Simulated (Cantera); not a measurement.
Feed: 1 mol Ca(OH)₂, 0.56 mol C, 0.14 mol H₂, at 1350 °C and 0.170 bar.

Equilibrium computed with Cantera from the NASA thermochemical tables; the gas is ideal and each condensed phase is pure. Candidate condensed phases: C, C₆H₆, C₇H₈, C₈H₁₈, Ca, CaCO₃, CaO, Ca(OH)₂, H₂O; 115 gas species. Kinetics and transport are ignored.

Base state: H₂ 0.455, CO 0.286, H₂O 0.215, CO₂ 0.0436, H 0.000113 (mole fractions); condensed: CaO(s).

Q: What changes in the equilibrium state with this change: C from 0.56 to 0.012 mol?

A: 
| species | before | after |
|---|---|---|
| H₂O | 0.215 | 0.851 |
| H₂ | 0.455 | 0.139 |
| CO₂ | 0.0436 | 0.00692 |
| CO | 0.286 | 0.00350 |
| OH | 2.24e-6 | 1.61e-5 |
| H | 0.000113 | 6.26e-5 |
| CaO(s), mol | 1.000 | 1.000 |
